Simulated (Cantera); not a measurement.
Charge: 1 mol Cr, 0.075 mol O₂, 46 mol H₂, held at 1975 K and 2.80e-5 bar.

Method: chemical equilibrium by Gibbs-energy minimisation in Cantera with the NASA 1993 tables (ideal gas, pure condensed phases). Candidate condensed phases: Cr, Cr₂O₃, H₂O; 13 gas species. The numbers say what is thermodynamically allowed, not how fast it happens.

Base state: H₂ 0.754, H 0.225, Cr 0.0188, H₂O 0.00270, OH 7.65e-5, CrO 4.42e-5, O 1.68e-5 (mole fractions); condensed: gas only.

Task: What changes in the equilibrium state with this change: temperature from 1975 K to 1350 K?

Result: 
```
species         before     after
-------------  -------  --------
H₂               0.754     0.998
Cr              0.0188  0.000643
H                0.225  0.000450
OH             7.65e-5   3.01e-9
O              1.68e-5     <1e-9
Cr(s), mol           0     0.883
Cr₂O₃(s), mol        0    0.0437
```
Mutual solubility and eutectic melting of coexisting phases are not modelled.
